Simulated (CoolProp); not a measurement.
trans-2-butene along the isotherm 447.2 K: density (kg/m³) from the reference equation and from simpler models built on Tc = 428.6 K, pc = 4.019 MPa, ω = 0.210; each cubic takes its own stable root.

Values from CoolProp's reference Helmholtz-energy equation of state, Lemmon 2005. It is a short technical equation, of lower accuracy than the large ones.

```
p (MPa)  phase  reference
-------  -----  ---------
0.183      gas      2.800
0.365      gas      5.666
0.548      gas      8.634
0.731      gas      11.70
0.913      gas      14.84
1.1        gas      18.19
1.28       gas      21.53
1.46       gas      25.00
1.64       gas      28.61
1.83       gas      32.59
2.01       gas      36.53
```

Question: How far does each simpler model (ideal gas, Redlich-Kwong, Soave-Redlich-Kwong) lie from the reference over these 11 states: mean and median of the absolute difference, and the worst?

Answer: 
- ideal gas: mean 8.9 %, median 8.7 %, worst -17.0 % at 447.2 K and 2.01 MPa
- Redlich-Kwong: mean 0.1 %, median 0.1 %, worst -0.3 % at 447.2 K and 2.01 MPa
- Soave-Redlich-Kwong: mean 0.3 %, median 0.2 %, worst -0.7 % at 447.2 K and 2.01 MPa
